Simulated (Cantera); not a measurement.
Feed: 1 mol Al, a varied amount of Cl2, equilibrated at 800 K and 133 Pa.

These are equilibrium values from Cantera (NASA tables, ideal gas, pure condensed phases), not measurements of a reactor. Candidate condensed phases: Al, AlCl3; 8 gas species. Rates play no part.

What share of the Al ends up in condensed phases as a function of n(Cl2) (mol), at 0.56, 0.69, 0.85, 1.1, 1.3, 1.6, 2, 2.5, 3, 3.7, 4.6?


| n(Cl2) (mol) | Al condensed (%) | as |
|---|---|---|
| 0.56 | 62.5 | Al(s) |
| 0.69 | 53.7 | Al(s) |
| 0.85 | 43.0 | Al(s) |
| 1.1 | 26.2 | Al(s) |
| 1.3 | 12.8 | Al(s) |
| 1.6 | 0.0 | - |
| 2 | 0.0 | - |
| 2.5 | 0.0 | - |
| 3 | 0.0 | - |
| 3.7 | 0.0 | - |
| 4.6 | 0.0 | - |
